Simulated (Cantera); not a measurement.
Feed: 1 mol CH3SiCl3, 0.67 mol CH4, 24 mol H2, equilibrated at 4.88 Torr.

Cantera equilibrium calculation (NASA polynomials, part measured and part estimated; ideal gas, pure solids and liquids). Candidate condensed phases: C, C6H6, C7H8, C8H18, Si, SiC; 109 gas species. The feed counts by its element totals alone. The tables' values for SiCl are old estimates; treat these amounts as uncertain. Equilibrium is a limit: real reactors are often held back by kinetics, nucleation or transport.

At 2075 K, list the 6 most abundant gas species with their mole fractions, and the condensed phases.

H2 0.865, HCl 0.0977, H 0.0307, Cl 0.00256, SiCl2 0.00174, Si 0.00112. Condensed: C(graphite) + SiC(s).
